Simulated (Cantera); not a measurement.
A closed system holds: 1 mol Si, 0.039 mol N2O, 69 mol N2, held at 1725 °C and 101000 Pa.

These are equilibrium values from Cantera (NASA tables, ideal gas, pure condensed phases), not measurements of a reactor. Candidate condensed phases: Si, SiO2, Si2N2O, Si3N4; 16 gas species. Kinetics and transport are ignored.

Base state: N2 0.999, SiO 0.000570, Si 1.23e-5 (mole fractions); condensed: Si3N4(s).

Problem. What changes in the equilibrium state with this change: temperature from 1725 °C to 825 °C?

Solution. 
| species | before | after |
|---|---|---|
| N2 | 0.999 | 1.00 |
| SiO | 0.000570 | <1e-9 |
| Si | 1.23e-5 | <1e-9 |
| Si3N4(s), mol | 0.320 | 0.307 |
| Si2N2O(s), mol | 0 | 0.0390 |
Mutual solubility and eutectic melting of coexisting phases are not modelled.
